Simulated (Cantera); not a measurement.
An adiabatic, constant-pressure homogeneous reactor starts with 4.21 % CH4, 0.799 % C2H6, 1.26 % C3H8, 19.7 % O2, 74.0 % N2, at 1200 K and 7.01 atm.

Computed with Cantera and GRI-Mech 3.0 (53 species, 325 reactions). GRI-Mech 3.0 was tuned for natural gas; its chemistry of propane as a main component is partial and can be far from experiment.

Predict: time of steepest temperature rise; temperature at 4.00 s; equilibrium temperature; x(NO2) at 4.00 s.


```
Quantity                                                             Value
---------------------------------  ---------------------------------------
time of steepest temperature rise                                 0.933 ms
temperature at 4.00 s                                               2689 K
equilibrium temperature                                             2689 K
x(NO2) at 4.00 s                   6.64e-6 (gas-phase equilibrium 6.64e-6)
```
